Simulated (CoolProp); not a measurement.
Vapour-liquid equilibrium of n-butane (1) + R113 (2) at 1.03 MPa; x and y are mole fractions of (1).

Model: multi-fluid Helmholtz-energy mixture model, Bücker 2006 and Marx 1992; pair parameters Bell 2016, in CoolProp.

```tsv
x	bubble temperature (K)	y at the bubble point	dew temperature at overall composition x (K)	liquid density (mol/L)
0.05	408.8	0.118	411.8	6.722
0.125	401.6	0.270	408.4	6.892
0.2	395.0	0.397	404.9	7.053
0.275	389.2	0.501	401.3	7.207
0.35	383.9	0.589	397.5	7.355
0.425	379.2	0.662	393.5	7.498
0.5	375.0	0.725	389.3	7.638
0.575	371.1	0.779	384.8	7.775
0.65	367.6	0.826	380.0	7.912
0.725	364.3	0.869	375.0	8.050
0.8	361.3	0.908	369.6	8.191
0.875	358.5	0.944	363.9	8.335
0.95	355.7	0.978	358.0	8.484
```

No azeotrope shows between x = 0.05 and 0.95.

Pair parameters are fitted to limited data, so mixtures are less certain than the pure fluids.
